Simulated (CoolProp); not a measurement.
Vapour-liquid equilibrium of acetone (1) + methanol (2) at 32.7 kPa; x and y are mole fractions of (1).

Computed with CoolProp (multi-fluid Helmholtz-energy mixture model, Lemmon 2006 and de Reuck 1993; pair parameters Bell 2016).

```tsv
x	bubble temperature, mixture model (°C)	bubble temperature, Raoult's law (°C)	y, mixture model	y, Raoult's law
0.05	36.2	37.6	0.134	0.079
0.15	33.2	36.3	0.315	0.225
0.25	31.2	35.0	0.433	0.356
0.35	29.8	33.8	0.520	0.475
0.45	28.7	32.6	0.592	0.581
0.55	27.9	31.4	0.657	0.677
0.65	27.2	30.3	0.721	0.762
0.75	26.8	29.1	0.788	0.840
0.85	26.5	28.0	0.862	0.909
0.95	26.4	27.0	0.949	0.971
```

The largest gap from Raoult's law is -4.0 K in bubble temperature, at x = 0.35. y crosses x between x = 0.85 and 0.95: the model has an azeotrope there.

The pair parameters rest on a limited set of measurements; away from them the model extrapolates.
